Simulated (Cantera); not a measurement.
Cantera with NASA thermochemical tables; ideal gases at 1 bar, condensed phases pure. Values are per mole of reaction as written; species without (g) are pure solids or liquids, kept so even where they would boil at 1 bar.

7 S + 2 CH3(g) → 2 CS2(g) + 3 H2S(g)

```
T (K)    ΔH° (kJ)   ΔS° (J/K)    ΔG° (kJ)     log10 K  condensed phases
-----  ----------  ----------  ----------  ----------  ----------------
300    (withheld)  (withheld)  (withheld)  (withheld)              S(s)
400    (withheld)  (withheld)  (withheld)  (withheld)              S(l)
450        -148.7       410.2      -333.3       38.69              S(l)
500        -156.7       393.4      -353.4       36.92              S(l)
550        -164.3       378.9      -372.7       35.40              S(l)
600        -170.9       367.5      -391.4       34.07              S(l)
650        -176.3       358.8      -409.5       32.91              S(l)
700        -180.8       352.2      -427.3       31.88              S(l)
750        -184.7       346.7      -444.8       30.97              S(l)
800        -188.7       341.6      -462.0       30.16              S(l)
```

Task: Fill in the missing entries.

Result: 
- 300, ΔH° (kJ): -121.5
- 300, ΔS° (J/K): 480.5
- 300, ΔG° (kJ): -265.6
- 300, log10 K: 46.25
- 400, ΔH° (kJ): -141.8
- 400, ΔS° (J/K): 426.6
- 400, ΔG° (kJ): -312.4
- 400, log10 K: 40.80
